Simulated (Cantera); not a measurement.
Feed: 1 mol FeS2, 4.8 mol H2S, 28 mol N2, 0.96 mol SO2, held at 50.3 Torr.

Method: chemical equilibrium by Gibbs-energy minimisation in Cantera with the NASA 1993 tables (ideal gas, pure condensed phases). Candidate condensed phases: Fe, FeO, Fe(OH)2, Fe(OH)3, FeS, FeSO4, FeS2, Fe2O3, Fe2(SO4)3, Fe3O4, H2O, H2SO4, S; 38 gas species. FeS: taken at fixed stoichiometry. Gases not in the tables: S3 to S7. Equilibrium is a limit: real reactors are often held back by kinetics, nucleation or transport. All values below are at 900 °C.

Base state: N2 0.795, S2 0.0688, H2O 0.0537, H2S 0.0537, H2 0.0288, SO2 0.000349, SH 0.000137, S2O 6.95e-5 (mole fractions); condensed: FeS(s).

Problem. What changes in the equilibrium state with this change: pressure from 50.3 Torr to 10.0 Torr?

Solution. 
```json
[
 {"species": "N2", "before": "0.795", "after": "0.789"},
 {"species": "S2", "before": "0.0688", "after": "0.0758"},
 {"species": "H2O", "before": "0.0537", "after": "0.0533"},
 {"species": "H2S", "before": "0.0537", "after": "0.0381"},
 {"species": "H2", "before": "0.0288", "after": "0.0437"},
 {"species": "SO", "before": "1.07e-5", "after": "1.65e-5"},
 {"species": "S2O", "before": "6.95e-5", "after": "5.01e-5"},
 {"species": "SH", "before": "0.000137", "after": "0.000177"},
 {"species": "SO2", "before": "0.000349", "after": "0.000352"},
 {"species": "FeS(s), mol", "before": "1.00", "after": "1.00"}
]
```
